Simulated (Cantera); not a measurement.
## ZrO2 + H2 (hydrogen reduction and annealing atmospheres)

Charge: 1 mol ZrO2, 730 mol H2.

Equilibrium computed with Cantera from the NASA thermochemical tables; the gas is ideal and each condensed phase is pure. Candidate condensed phases: H2O, Zr, ZrO2; 12 gas species. Mutual solubility and eutectic melting of coexisting phases are not modelled. Condensed phases not in the tables: N, O or C dissolved in the metal. Kinetics and transport are ignored.

Stable condensed phases:

```
T in °C \ P in Pa
              10      36     130     460    1700    6000   22000   77000  280000 1000000
   1652        A       A       A       A       A       B       B       B       B       B
   1602        A       A       A       A       A       A       B       B       B       B
   1552        A       A       A       A       A       A       A       A       A       A
   1502        A       A       A       A       A       A       A       A       A       A
   1452        A       A       A       A       A       A       A       A       A       A
   1402        A       A       A       A       A       A       A       A       A       A
   1352        A       A       A       A       A       A       A       A       A       A
   1302        A       A       A       A       A       A       A       A       A       A
   1252        A       A       A       A       A       A       A       A       A       A
   1202        A       A       A       A       A       A       A       A       A       A
```

A: ZrO2; B: Zr + ZrO2.
